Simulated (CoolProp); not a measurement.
n-perfluoropentane along the isotherm 167.65 °C: Z from the reference equation and from simpler models built on Tc = 147.9 °C, pc = 20.63 bar, ω = 0.436; each cubic takes its own stable root.

The numbers come from the reference Helmholtz-energy equation of state, Gao 2022 in CoolProp.

```tsv
p (bar)	phase	reference
7.69	gas	0.8837
15.4	gas	0.7408
23.1	supercritical	0.5485
30.8	supercritical	0.3273
38.5	supercritical	0.3290
46.2	supercritical	0.3648
53.8	supercritical	0.4053
61.5	supercritical	0.4477
69.2	supercritical	0.4905
76.9	supercritical	0.5333
84.6	supercritical	0.5760
92.3	supercritical	0.6185
100	supercritical	0.6606
```

How far does each simpler model (van der Waals, Redlich-Kwong, Soave-Redlich-Kwong, Peng-Robinson) lie from the reference over these 13 states: mean and median of the absolute difference, and the worst?


- van der Waals: mean 23.0 %, median 30.8 %, worst +31.1 % at 167.65 °C and 69.2 bar
- Redlich-Kwong: mean 6.1 %, median 5.8 %, worst +10.8 % at 167.65 °C and 38.5 bar
- Soave-Redlich-Kwong: mean 9.5 %, median 9.0 %, worst +18.6 % at 167.65 °C and 30.8 bar
- Peng-Robinson: mean 3.3 %, median 2.4 %, worst +10.2 % at 167.65 °C and 30.8 bar
